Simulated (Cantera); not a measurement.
Gas mixture: H2O : O2 = 0.92 : 0.21 (molar parts), at 20.0 Torr, frozen composition.

Cantera's kinetic-theory transport with the Lennard-Jones parameters of GRI-Mech 3.0, ideal gas; thermal conductivity in the multicomponent form. Polar gases are described roughly by these parameters.

D: mixture-averaged diffusion coefficient of that species in the mixture.

```
T (K)  ρ (kg/m³)  cp (J/kg/K)  μ (µPa s)  λ (mW/m/K)     Pr  D (cm²/s) NO  D (cm²/s) O  D (cm²/s) C2H2
-----  ---------  -----------  ---------  ----------  -----  ------------  -----------  --------------
400       0.0165         1625       16.2        37.3  0.705          14.4         23.8             [?]
500       0.0132         1671       20.2        48.4  0.697          21.8         35.6             [?]
600       0.0110         1724       24.1        60.0  0.692          30.3         49.1             [?]
700      0.00944         1779       27.9        72.1  0.690          39.9         64.3             [?]
800      0.00826         1834       31.7        84.5  0.689          50.4         81.1             [?]
900      0.00734         1889       35.4        97.1  0.688          61.9         99.2             [?]
1000     0.00661         1945       39.0         110  0.688          74.2          119             [?]
1100     0.00601         2001       42.5         123  0.688          87.4          140             [?]
```

Some entries are withheld; supply them.


- 400, D (cm²/s) C2H2: 11.3
- 500, D (cm²/s) C2H2: 17.3
- 600, D (cm²/s) C2H2: 24.3
- 700, D (cm²/s) C2H2: 32.2
- 800, D (cm²/s) C2H2: 41.0
- 900, D (cm²/s) C2H2: 50.6
- 1000, D (cm²/s) C2H2: 60.9
- 1100, D (cm²/s) C2H2: 72.0
